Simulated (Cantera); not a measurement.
Mixture: 3.64 % CO, 0.437 % H2, 3.17 % CH4, 19.0 % O2, 71.7 % N2, 2.04 % H2O, equivalence ratio 0.44, at 3.16 atm, adiabatic and at constant pressure. Ignition delay is the time to a rise of 400 K.

Model: GRI-Mech 3.0 (53 species, 325 reactions), integrated in Cantera.

Question: Predict: delay at 1200 K; delay at 1250 K; delay at 1300 K; delay at 1350 K; delay at 1400 K; delay at 1450 K; apparent activation energy between 1350 and 1450 K.

Answer: 
```json
{
  "delay at 1200 K": "2.63 ms",
  "delay at 1250 K": "1.60 ms",
  "delay at 1300 K": "0.988 ms",
  "delay at 1350 K": "0.621 ms",
  "delay at 1400 K": "0.400 ms",
  "delay at 1450 K": "0.265 ms",
  "apparent activation energy between 1350 and 1450 K": "140 kJ/mol"
}
```
